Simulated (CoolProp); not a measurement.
n-hexane at several states: fugacity coefficient from the reference equation and from simpler models built on Tc = 507.8 K, pc = 3044 kPa, ω = 0.300; each cubic takes its own stable root.

Computed with CoolProp (reference Helmholtz-energy equation of state, Thol 2019).

```
T (K)  p (kPa)   phase  reference  van der Waals  Redlich-Kwong  Soave-Redlich-Kwong  Peng-Robinson
-----  -------  ------  ---------  -------------  -------------  -------------------  -------------
453.2     2740  liquid     0.3970         0.5584         0.4640               0.4119         0.3977
233.6     38.5  liquid    0.01222         0.9782        0.05200              0.01187        0.01337
282.4     61.2  liquid     0.1579         0.9771         0.4319               0.1546         0.1616
376.1     6400  liquid    0.05061         0.1636        0.08131              0.05306        0.05052
350.8      107     gas     0.9552         0.9753         0.9666               0.9623         0.9606
440.1      346     gas     0.9352         0.9527         0.9423               0.9385         0.9338
```

At some of these states van der Waals gives the other phase, because its saturation line lies elsewhere.
